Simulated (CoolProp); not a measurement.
Saturation properties of ammonia.

Values from CoolProp's reference Helmholtz-energy equation of state, Gao 2020.

| T (K) | p (MPa) | liquid cp (kJ/(kg K)) | liquid viscosity (µPa s) | liquid conductivity (mW/(m K)) |
|---|---|---|---|---|
| 315.6 | 1.663 | 4.964 | 112 | 437 |
| 318.6 | 1.803 | 5.003 | 108 | 429 |
| 321.7 | 1.958 | 5.047 | 105 | 420 |
| 324.8 | 2.121 | 5.094 | 102 | 412 |
| 327.8 | 2.290 | 5.144 | 99.4 | 404 |
| 330.9 | 2.474 | 5.199 | 96.5 | 396 |
| 334 | 2.669 | 5.259 | 93.8 | 387 |
| 337 | 2.869 | 5.323 | 91.1 | 379 |
| 340.1 | 3.086 | 5.394 | 88.5 | 371 |
| 343.2 | 3.316 | 5.473 | 85.9 | 363 |
| 346.2 | 3.551 | 5.557 | 83.5 | 355 |
| 349.3 | 3.806 | 5.652 | 81.0 | 347 |
| 352.4 | 4.074 | 5.759 | 78.6 | 339 |
| 355.5 | 4.357 | 5.879 | 76.2 | 331 |

It boils at 239.8 K under 1 atm.

Viscosity comes from a separate model (Fenghour 1995). Thermal conductivity comes from a separate model (Tufeu 1984).
